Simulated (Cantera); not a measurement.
Equilibrium for aluminium nitride and oxide growth: AlCl3 + HCl + H2 + O2

Input: 1 mol AlCl3, 1.2 mol HCl, a varied amount of H2, 1 mol O2, at 1675 K and 0.133 bar.

These are equilibrium values from Cantera (NASA tables, ideal gas, pure condensed phases), not measurements of a reactor. Candidate condensed phases: Al, AlCl3, Al2O3, H2O; 29 gas species. The numbers say what is thermodynamically allowed, not how fast it happens.

| n(H2) (mol) | log p H2 | log p HCl | log p H2O | log p H | log p Cl | log p AlCl3 | log p AlCl | n Al2O3(s) |
|---|---|---|---|---|---|---|---|---|
| 26 | -0.95 | -1.71 | -2.63 | -4.41 | -5.28 | -6.27 | -7.03 | 0.500 |
| 34 | -0.93 | -1.82 | -2.74 | -4.40 | -5.39 | -6.43 | -6.96 | 0.500 |
| 45 | -0.92 | -1.93 | -2.85 | -4.40 | -5.51 | -6.61 | -6.89 | 0.500 |
| 60 | -0.91 | -2.05 | -2.97 | -4.39 | -5.64 | -6.78 | -6.82 | 0.500 |
| 79 | -0.90 | -2.16 | -3.09 | -4.39 | -5.76 | -6.96 | -6.75 | 0.500 |
| 100 | -0.90 | -2.26 | -3.19 | -4.38 | -5.86 | -7.11 | -6.70 | 0.500 |
| 140 | -0.89 | -2.41 | -3.33 | -4.38 | -6.00 | -7.32 | -6.62 | 0.500 |
| 180 | -0.89 | -2.51 | -3.44 | -4.38 | -6.11 | -7.48 | -6.57 | 0.500 |
| 240 | -0.88 | -2.64 | -3.56 | -4.38 | -6.24 | -7.67 | -6.50 | 0.500 |
log p: log10 of the partial pressure in bar; n: condensed amount in mol.

From 26 mol H2 to 240 mol H2 the condensed part is Al2O3(s). The main Al-bearing gas is AlCl3 at 26 mol H2 and AlCl at 240 mol H2.
